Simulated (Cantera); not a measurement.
Input (Python, Cantera) and output of one run.

```python
import numpy as np
import cantera as ct

gas_names = """
    H HNO HNO2 HNO3 HO2 H2 H2O H2O2 N NH NH2 NH3 NH2OH NO NO2 NO3 N2 N2H2 N2H4 N2O O OH O2 O3 Si SiH
    SiH2 SiH3 SiH4 SiN SiO SiO2 Si2 Si2N Si3
""".split()
cond_names = """
    H2O(s) H2O(L) Si(cr) Si(L) SiO2(Lqz) SiO2(hqz) SiO2(L) Si2N2O(s) Si3N4(a)
""".split()


# ... load() reads the species with a 1 bar reference pressure and builds the phases ...
atoms = {
    'Si3N4': {'Si': 3, 'N': 4},
    'H2O': {'H': 2, 'O': 1},
    'H2': {'H': 2},
}
top_T = {'Si2N2O(s)': 2100, 'Si3N4(a)': 2400}  # K; cautious upper limits of use, not melting points


# ... equilibrate(T, P, feed) seeds the gas with the atoms and calls Mixture.equilibrate('TP', solver="vcs", rtol=1e-11, max_steps=5000) ...
results = []
feed = {'Si3N4': 1, 'H2O': 0.0013, 'H2': 100}  # mol
T = 2075  # K
P = 860  # Pa
mix = equilibrate(T, P, feed)
results.append((T, P, feed, dict(zip(mix.species_names, mix.species_moles))))
x = sorted(zip(gas.X, gas.species_names), reverse=True)
print(f"T = {T:g} K  P = {P:g} Pa  gas = {mix.phase_moles(0):.4g} mol")
print("   x: " + "  ".join(f"{s} {v:.3e}" for v, s in x if v > 1e-06))
print("   condensed (mol): " + ("  ".join(f"{mix.phase(i).name} {mix.phase_moles(i):.4g}"
      for i in range(1, mix.n_phases) if mix.phase_moles(i) > 1e-12) or "none"))
```

Result:

```
T = 2075 K  P = 860 Pa  gas = 104.8 mol
   x: H2 9.402e-01  H 2.785e-02  N2 1.905e-02  Si 1.185e-02  SiH 6.099e-04  SiH2 1.506e-04  Si2 1.461e-04  Si2N 4.077e-05  SiN 3.323e-05  Si3 3.021e-05  SiO 1.241e-05
   condensed (mol): Si(L) 1.626
```

Cantera equilibrium calculation (NASA polynomials, part measured and part estimated; ideal gas, pure solids and liquids). The tables' values for SiN are old estimates; treat these amounts as uncertain. Gases not in the tables: Si2H6 and higher silanes.
